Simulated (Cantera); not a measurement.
A closed system holds: 1 mol SiC, 0.16 mol H2, held at 2875 K and 101000 Pa.

Equilibrium computed with Cantera from the NASA thermochemical tables; the gas is ideal and each condensed phase is pure. Candidate condensed phases: C, C6H6, C7H8, C8H18, Si, SiC; 87 gas species. Gases not in the tables: Si2H6 and higher silanes. The numbers say what is thermodynamically allowed, not how fast it happens.

Base state: H2 0.814, H 0.0949, Si 0.0358, C2H2 (acetylene) 0.0205, SiC2 0.0139, Si2C 0.0117, SiH 0.00522, SiH2 0.00179 (mole fractions); condensed: SiC(s).

### Question
What changes in the equilibrium state with this change: temperature from 2875 K to 2150 K?

### Answer
| species | before | after |
|---|---|---|
| H2 | 0.814 | 0.995 |
| H | 0.0949 | 0.00418 |
| SiH2 | 0.00179 | 9.98e-5 |
| Si | 0.0358 | 9.47e-5 |
| SiC2 | 0.0139 | 3.46e-7 |
| Si2C | 0.0117 | 4.66e-6 |
| C2H2 (acetylene) | 0.0205 | 8.90e-5 |
| C4H2 | 0.000215 | 3.23e-9 |
| SiC | 6.54e-5 | 1.17e-9 |
| SiC(s), mol | 0.985 | 1.000 |

### Question
What changes in the equilibrium state with this change: 0.00028 mol Cl2 added?

### Answer
```json
[
 {"species": "H2", "before": "0.814", "after": "0.811"},
 {"species": "H", "before": "0.0949", "after": "0.0947"},
 {"species": "Si", "before": "0.0358", "after": "0.0357"},
 {"species": "HCl", "before": "0", "after": "0.00270"},
 {"species": "Cl", "before": "0", "after": "0.000216"},
 {"species": "SiC2", "before": "0.0139", "after": "0.0139"},
 {"species": "Si2C", "before": "0.0117", "after": "0.0117"},
 {"species": "C2H2 (acetylene)", "before": "0.0205", "after": "0.0205"},
 {"species": "SiCl", "before": "0", "after": "0.000168"},
 {"species": "Si3", "before": "0.000104", "after": "0.000104"},
 {"species": "SiC(s), mol", "before": "0.985", "after": "0.985"}
]
```
The tables' values for SiCl are old estimates; treat these amounts as uncertain.

### Question
What changes in the equilibrium state with this change: temperature from 2875 K to 1475 K?

### Answer
| species | before | after |
|---|---|---|
| H2 | 0.814 | 1.000 |
| CH4 | 4.63e-5 | 1.94e-5 |
| H | 0.0949 | 1.29e-5 |
| Si | 0.0358 | 5.68e-9 |
| C2H2 (acetylene) | 0.0205 | <1e-9 |
| SiC2 | 0.0139 | <1e-9 |
| Si2C | 0.0117 | <1e-9 |
| SiH2 | 0.00179 | 1.08e-6 |
| Si2 | 0.00103 | <1e-9 |
| C2H | 0.000340 | <1e-9 |
| SiC(s), mol | 0.985 | 1.000 |
